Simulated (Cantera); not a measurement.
## Metals in furnace atmospheres: Cu + CO₂ + H₂ + O₂

Charge: 1 mol Cu, 1.9 mol CO₂, 19 mol H₂, 0.69 mol O₂, held at 1.95 Torr.

Method: chemical equilibrium by Gibbs-energy minimisation in Cantera with the NASA 1993 tables (ideal gas, pure condensed phases). Candidate condensed phases: C, C₆H₆, C₇H₈, C₈H₁₈, Cu, CuO, Cu(OH)₂, Cu₂O, H₂O; 113 gas species. Equilibrium is a limit: real reactors are often held back by kinetics, nucleation or transport.

```csv
T (K),x H₂,x H₂O,x CO,x Cu,x CO₂,x H,x Cu₂,n Cu(s),n Cu(l)
1050,0.768,0.141,0.0748,4.05e-8,0.0161,1.39e-7,<1e-12,1.000,0
1100,0.766,0.143,0.0768,2.29e-7,0.0141,4.44e-7,1.83e-12,1.000,0
1150,0.765,0.144,0.0784,1.11e-6,0.0125,1.28e-6,1.73e-11,1.000,0
1200,0.763,0.146,0.0798,4.72e-6,0.0111,3.38e-6,1.34e-10,1.000,0
1250,0.762,0.147,0.0809,1.78e-5,0.00997,8.28e-6,8.81e-10,1.000,0
1300,0.761,0.148,0.0819,6.07e-5,0.00903,1.89e-5,4.98e-9,0.999,0
1350,0.760,0.149,0.0827,0.000188,0.00823,4.08e-5,2.47e-8,0.996,0
1400,0.759,0.149,0.0833,0.000519,0.00755,8.31e-5,1.01e-7,0,0.989
1450,0.758,0.150,0.0838,0.00132,0.00696,0.000161,3.71e-7,0,0.972
1500,0.756,0.150,0.0842,0.00316,0.00645,0.000300,1.24e-6,0,0.934
1550,0.752,0.150,0.0842,0.00714,0.00600,0.000536,3.82e-6,0,0.850
1600,0.745,0.149,0.0839,0.0153,0.00558,0.000921,1.09e-5,0,0.675
1650,0.732,0.147,0.0828,0.0312,0.00517,0.00152,2.93e-5,0,0.324
```
x: gas mole fraction; n: condensed amount in mol.

From 1050 K to 1350 K the condensed part is Cu(s). From 1400 K to 1650 K the condensed part is Cu(l). The main Cu-bearing gas is Cu throughout.
